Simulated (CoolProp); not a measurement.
Saturation properties of R21.

Computed with CoolProp (reference Helmholtz-energy equation of state, Platzer 1990). This equation is an older, rougher fit; its heat capacities, sound speeds and derivatives of the liquid may be far off and weren't checked against measurements.

```
T (°C)  p (bar)  liquid density (kg/m³)  vapour density (kg/m³)
------  -------  ----------------------  ----------------------
65.55     6.024                    1263                   24.99
78.55     8.281                    1226                   34.17
91.55     11.11                    1186                   45.91
104.45    14.55                    1143                   60.75
117.45    18.76                    1096                   79.89
130.45    23.79                    1043                   104.8
143.45    29.77                   982.4                   138.2
156.45    36.83                   906.8                   186.2
169.45    45.18                   797.0                   268.3
```

It boils at 8.9 °C under 1 atm.
